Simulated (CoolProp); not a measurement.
Vapour-liquid equilibrium of R113 (1) + ethanol (2) at 94.75 °C; x and y are mole fractions of (1).

Model: multi-fluid Helmholtz-energy mixture model, Marx 1992 and Schroeder 2014; pair parameters Bell 2016, in CoolProp.

### Question
Give the bubble pressure and the first vapour's composition at x = 0.275, 0.5, 0.575. Is there an azeotrope?

### Answer
x = 0.275: 0.4457 MPa, y = 0.624; x = 0.5: 0.4591 MPa, y = 0.647; x = 0.575: 0.4611 MPa, y = 0.655. y crosses x between x = 0.65 and 0.725: the model has an azeotrope there.

The pair parameters rest on a limited set of measurements; away from them the model extrapolates. With so large a gap from Raoult's law the liquid may split in two, which this calculation doesn't test in full.
